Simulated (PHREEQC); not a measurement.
Make-up at 60 °C: 1.2 mmol/kgw NaOH, 3.6 mmol/kgw NaAlO2 and 32 mmol/kgw Na2CO3. Closed to the air; pH follows from the charge balance.

The numbers come from PHREEQC with the ion-association model, phreeqc.dat.

```json
[
 {"quantity": "pH", "before": "10.48", "after": "11.28"},
 {"quantity": "NaCO3- (mol/kgw)", "before": "0.0194", "after": "0.00964"},
 {"quantity": "CO3-2 (mol/kgw)", "before": "0.0101", "after": "0.0211"},
 {"quantity": "HCO3- (mol/kgw)", "before": "0.00246", "after": "0.00123"}
]
```

Q: Which change was made?
A) NaOH left out
B) temperature from 60 to 25 °C
C) NaAlO2 left out
D) diluted 10-fold with water
E) NaOH from 0.0012 to 0.00012 mol/kgw

A: B, temperature from 60 to 25 °C

Precipitation was switched off in this run. Some of these states are supersaturated (in Gibbsite (slow to form), for instance). At this temperature some constants are extrapolated from 25 °C, and those without enthalpy data are left unchanged.
